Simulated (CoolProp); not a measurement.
Ethane along the isobar 0.717 MPa: fugacity coefficient from the reference equation and from simpler models built on Tc = 305.3 K, pc = 4.872 MPa, ω = 0.099; each cubic takes its own stable root.

The numbers come from the reference Helmholtz-energy equation of state, Bücker 2006 in CoolProp.

| T (K) | phase | reference |
|---|---|---|
| 184 | liquid | 0.1357 |
| 192 | liquid | 0.2028 |
| 200.1 | liquid | 0.2928 |
| 208.1 | liquid | 0.4066 |
| 216.1 | liquid | 0.5480 |
| 224.1 | liquid | 0.7190 |
| 232.1 | gas | 0.8856 |
| 240.1 | gas | 0.8970 |
| 248.1 | gas | 0.9069 |
| 256.1 | gas | 0.9155 |
| 264.1 | gas | 0.9230 |
| 272.2 | gas | 0.9298 |
| 280.2 | gas | 0.9358 |
| 288.2 | gas | 0.9411 |
| 296.2 | gas | 0.9458 |
| 304.2 | gas | 0.9501 |

Question: How far does each simpler model (Redlich-Kwong, Soave-Redlich-Kwong, Peng-Robinson) lie from the reference over these 16 states: mean and median of the absolute difference, and the worst?

Answer: 
- Redlich-Kwong: mean 3.5 %, median 0.5 %, worst +9.8 % at 216.1 K and 0.717 MPa
- Soave-Redlich-Kwong: mean 0.3 %, median 0.2 %, worst +1.0 % at 224.1 K and 0.717 MPa
- Peng-Robinson: mean 0.5 %, median 0.5 %, worst +0.8 % at 184 K and 0.717 MPa
